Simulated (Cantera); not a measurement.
Input: 1 mol Fe₂O₃, 2.1 mol C, 1.4 mol CO, held at 2573 K and 13.5 Torr.

Equilibrium computed with Cantera from the NASA thermochemical tables; the gas is ideal and each condensed phase is pure. Candidate condensed phases: C, Fe, Fe(CO)₅, FeO, Fe₂O₃, Fe₃O₄; 15 gas species. Kinetics and transport are ignored.

Base state: CO 0.516, Fe 0.331, CO₂ 0.108, FeO 0.0255, O 0.0128, O₂ 0.00702 (mole fractions); condensed: gas only.

Task: What changes in the equilibrium state with this change: pressure from 13.5 Torr to 7.50 Torr?

Result: 
```csv
species,before,after
CO,0.516,0.521
Fe,0.331,0.330
CO₂,0.108,0.0962
O,0.0128,0.0204
FeO,0.0255,0.0224
O₂,0.00702,0.00983
```

Task: What changes in the equilibrium state with this change: Fe₂O₃ replaced by TiO₂?

Result: 
```tsv
species	before	after
CO	0.516	0.895
Ti	0	0.0707
TiO	0	0.0339
Fe	0.331	0
CO₂	0.108	1.43e-5
FeO	0.0255	0
O	0.0128	9.82e-7
O₂	0.00702	<1e-9
TiO₂	0	6.06e-5
TiC(s), mol	0	0.429
TiO(l), mol	0	0.212
```
Mutual solubility and eutectic melting of coexisting phases are not modelled. TiC, TiO: taken at fixed stoichiometry. Condensed phases not in the tables: solid solutions among these carbides, nitrides and lower oxides. Further candidate phases: Ti, TiC, TiO, TiO₂, Ti₂O₃, Ti₃O₅, Ti₄O₇.

Task: What changes in the equilibrium state with this change: C from 2.1 to 0.92 mol?

Result: 
| species | before | after |
|---|---|---|
| Fe | 0.331 | 0.337 |
| CO | 0.516 | 0.295 |
| CO₂ | 0.108 | 0.187 |
| O₂ | 0.00702 | 0.0641 |
| FeO | 0.0255 | 0.0784 |
| O | 0.0128 | 0.0388 |
